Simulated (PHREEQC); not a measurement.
A column of 0.1 m (40 cells, dispersivity 0.0035 m, 3600 s a shift, diffusion coefficient 3e-10 m²/s) holds 0.11 eq of the database's cation exchanger X per kg of pore water, first in equilibrium with 0.0044 mol KBr, 0.049 mol CdCl2, 0.00034 mol Na2SO4 and 1e-05 mol HCl per kg of water. It is flushed with 0.57 mmol/kgw MgSO4, 88 mmol/kgw CaCl2 and 0.01 mmol/kgw HCl, at 25 °C. Values are for the last cell. CO2 from the air is kept out. No solid was allowed to form.

Model: ion-association model, phreeqc.dat, run in PHREEQC.

**Question.** Predict Ca in solution (mol/kgw), Mg in solution (mol/kgw), Br in solution (mol/kgw) at pore volumes = 0.8875, 1.012, 1.262, 1.387, 1.637.

**Answer.** 
```
pore volumes  Ca in solution (mol/kgw)  Mg in solution (mol/kgw)  Br in solution (mol/kgw)
------------  ------------------------  ------------------------  ------------------------
0.8875                         5.34e-8                   5.73e-8                   0.00270
1.012                          2.38e-6                   8.86e-7                   0.00188
1.262                         0.000802                   4.66e-5                  0.000721
1.387                          0.00778                  0.000198                  0.000410
1.637                           0.0560                  0.000565                  0.000118
```

Complexes and solids missing from the database can't appear.
